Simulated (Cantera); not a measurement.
Cantera run:

```python
import numpy as np
import cantera as ct

gas_names = """
    Br Br2 Ca CaBr CaBr2 CaO CaOH CaO2H2 Ca2 H HBr HO2 H2 H2O H2O2 O OH O2 O3
""".split()
cond_names = """
    Br2(cr) Br2(L) Ca(a) Ca(b) Ca(L) CaBr2(s) CaBr2(L) CaO(s) CaO(L) CaO2H2(s) H2O(s) H2O(L)
""".split()


def load(file, names, dense=False):
    # The tables refer to 1 bar. Condensed volumes are neglected.
    table = {s.name: s for s in ct.Species.list_from_file(file)}
    out = []
    for n in names:
        d = dict(table[n].input_data)
        d["thermo"] = dict(d["thermo"], **{"reference-pressure": 1e5})
        if dense:
            d["equation-of-state"] = {"model": "constant-volume", "density": "1e6 g/cm^3"}
        out.append(ct.Species.from_dict(d))
    return out


gas = ct.Solution(thermo="ideal-gas", species=load("nasa_gas.yaml", gas_names))
cond = {s.name: ct.Solution(thermo="fixed-stoichiometry", species=[s], name=s.name)
        for s in load("nasa_condensed.yaml", cond_names, dense=True)}
atoms = {
    'CaO': {'Ca': 1, 'O': 1},
    'HBr': {'H': 1, 'Br': 1},
    'O2': {'O': 2},
}
top_T = {}  # K; cautious upper limits of use, not melting points


def equilibrate(T, P, feed):
    n = {}
    for name, mol in feed.items():
        for a, k in atoms[name].items():
            n[a] = n.get(a, 0.0) + k * mol
    gas.TPX = T, P, n
    mass = sum(n.values()) * gas.mean_molecular_weight
    gas.equilibrate("TP")
    valid = [c for c in cond.values() if c.min_temp <= T <= top_T.get(c.name, c.max_temp)]
    mix = ct.Mixture([(gas, mass / gas.mean_molecular_weight)] + [(c, 0.0) for c in valid])
    mix.T, mix.P = T, P
    mix.equilibrate("TP", solver="vcs", rtol=1e-11, max_steps=5000)
    return mix


results = []
feed = {'CaO': 1, 'HBr': 2, 'O2': 1.5}  # mol
P = 1333.22  # Pa
for T in [698, 798, 898, 998, 1098, 1198, 1298, 1398, 1498]:
    mix = equilibrate(T, P, feed)
    results.append((T, P, feed, dict(zip(mix.species_names, mix.species_moles))))

top = {s: max(r[3][s] / sum(r[3][g] for g in gas_names) for r in results) for s in gas_names}
cols = sorted((s for s in top if top[s] > 1e-06), key=lambda s: -top[s])[:7]
seen = [c for c in cond_names if any(r[3].get(c, 0) > 1e-12 for r in results)]
print("log10 of partial pressures in bar; condensed amounts in mol")
print(f"{'T/K':>10s}" + "".join(f"{s[:9]:>10s}" for s in cols + seen))
for T, P, feed, n in results:
    ng = sum(n[g] for g in gas_names)
    print(f"{T:10.4g}" + "".join(f"{np.log10(max(n[s] / ng * P / 1e5, 1e-99)):10.3f}" for s in cols)
          + "".join(f"{n.get(c, 0):10.4g}" for c in seen))
```

Result:

```
log10 of partial pressures in bar; condensed amounts in mol
       T/K        O2       H2O        Br       Br2       HBr     CaBr2        OH  CaBr2(s)  CaBr2(L)    CaO(s)
       698    -2.099    -2.274    -6.660    -4.424    -6.255   -12.900   -11.597    0.9929         0  0.007149
       798    -2.105    -2.277    -5.397    -3.725    -5.253   -10.177   -10.081    0.9635         0   0.03649
       898    -2.128    -2.286    -4.421    -3.198    -4.481    -8.077    -8.909    0.8709         0    0.1291
       998    -2.184    -2.314    -3.653    -2.803    -3.876    -6.411    -7.990     0.644         0    0.3559
      1098    -2.266    -2.360    -3.095    -2.621    -3.454    -5.178    -7.259         0    0.3446    0.6539
      1198    -2.373    -2.433    -2.685    -2.584    -3.167    -4.250    -6.676         0         0    0.9861
      1298    -2.389    -2.474    -2.473    -2.822    -3.067    -3.777    -6.154         0         0    0.9559
      1398    -2.401    -2.502    -2.362    -3.171    -3.049    -3.520    -5.702         0         0     0.916
      1498    -2.408    -2.511    -2.315    -3.573    -3.077    -3.403    -5.302         0         0     0.887
```

Cantera equilibrium calculation (NASA polynomials, part measured and part estimated; ideal gas, pure solids and liquids). Mutual solubility and eutectic melting of coexisting phases are not modelled.
